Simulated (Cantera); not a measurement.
A closed system holds: 1 mol Si3N4, 0.024 mol O2, 27 mol N2, held at 1775 K.

Equilibrium computed with Cantera from the NASA thermochemical tables; the gas is ideal and each condensed phase is pure. Candidate condensed phases: Si, SiO2, Si2N2O, Si3N4; 16 gas species. Mutual solubility and eutectic melting of coexisting phases are not modelled. The numbers say what is thermodynamically allowed, not how fast it happens.

Q: What share of the Si ends up in condensed phases as a function of P (Pa), at 0.100, 0.600, 3.60, 22, 130, 770, 4600, 28000, 170000, 1000000?

A: 
```json
[
 {"P (Pa)": "0.100", "Si condensed (%)": "0.0", "as": "-"},
 {"P (Pa)": "0.600", "Si condensed (%)": "0.0", "as": "-"},
 {"P (Pa)": "3.60", "Si condensed (%)": "33.8", "as": "Si(l)"},
 {"P (Pa)": "22", "Si condensed (%)": "88.2", "as": "Si(l)"},
 {"P (Pa)": "130", "Si condensed (%)": "96.6", "as": "Si(l)"},
 {"P (Pa)": "770", "Si condensed (%)": "98.1", "as": "Si3N4(s)"},
 {"P (Pa)": "4600", "Si condensed (%)": "98.4", "as": "Si3N4(s)"},
 {"P (Pa)": "28000", "Si condensed (%)": "99.8", "as": "Si2N2O(s) + Si3N4(s)"},
 {"P (Pa)": "170000", "Si condensed (%)": "100.0", "as": "Si2N2O(s) + Si3N4(s)"},
 {"P (Pa)": "1000000", "Si condensed (%)": "100.0", "as": "Si2N2O(s) + Si3N4(s)"}
]
```
